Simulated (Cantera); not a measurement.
# Equilibrium for boron, boron nitride and boron oxide: B2O3 + H2O + H2

A closed system holds: 1 mol B2O3, 8 mol H2O, a varied amount of H2, held at 1823.15 K and 0.280 bar.

Equilibrium computed with Cantera from the NASA thermochemical tables; the gas is ideal and each condensed phase is pure. Candidate condensed phases: B, B2O3, B3O3H3, H2O; 23 gas species. Rates play no part.

| n(H2) (mol) | x H2 | x H2O | x HBO2 | x B2O3 | x H | x HBO |
|---|---|---|---|---|---|---|
| 13 | 0.590 | 0.320 | 0.0868 | 0.00181 | 0.000630 | 0.000453 |
| 17 | 0.653 | 0.271 | 0.0733 | 0.00153 | 0.000662 | 0.000500 |
| 21 | 0.699 | 0.235 | 0.0634 | 0.00132 | 0.000685 | 0.000534 |
| 27 | 0.749 | 0.196 | 0.0528 | 0.00109 | 0.000709 | 0.000571 |
| 34 | 0.789 | 0.164 | 0.0441 | 0.000909 | 0.000728 | 0.000600 |
| 43 | 0.826 | 0.136 | 0.0363 | 0.000746 | 0.000745 | 0.000625 |
| 54 | 0.856 | 0.112 | 0.0299 | 0.000610 | 0.000758 | 0.000644 |
| 68 | 0.882 | 0.0920 | 0.0243 | 0.000494 | 0.000770 | 0.000659 |
| 86 | 0.904 | 0.0747 | 0.0196 | 0.000394 | 0.000779 | 0.000670 |
| 110 | 0.923 | 0.0598 | 0.0155 | 0.000309 | 0.000788 | 0.000677 |
| 140 | 0.938 | 0.0479 | 0.0122 | 0.000241 | 0.000794 | 0.000679 |
x: gas mole fraction; nothing condenses.

From 13 mol H2 to 140 mol H2 nothing is condensed. The main B-bearing gas is HBO2 throughout.
